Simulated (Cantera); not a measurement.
Input: 1 mol CCl4, at 32.0 Pa.

Equilibrium computed with Cantera from the NASA thermochemical tables; the gas is ideal and each condensed phase is pure. Candidate condensed phases: C; 14 gas species. The tables' values for CCl are old estimates; treat these amounts as uncertain. The numbers say what is thermodynamically allowed, not how fast it happens. All values below are at 2750 K.

Base state: Cl 0.930, C3 0.0527, C 0.0118, C2 0.00510, C5 0.000422, C4 8.21e-5, CCl 1.73e-5 (mole fractions); condensed: C(graphite).

Question: What changes in the equilibrium state with this change: CCl4 replaced by CH2F2?

Answer: 
| species | before | after |
|---|---|---|
| HF | 0 | 0.563 |
| H | 0 | 0.180 |
| F | 0 | 0.173 |
| Cl | 0.930 | 0 |
| CF | 0 | 0.0113 |
| C3 | 0.0527 | 0.0527 |
| C | 0.0118 | 0.0118 |
| H2 | 0 | 0.00221 |
| C2H | 0 | 0.000586 |
| C(graphite), mol | 0.214 | 0.477 |
Further candidate phases: C6H6, C7H8, C8H18.
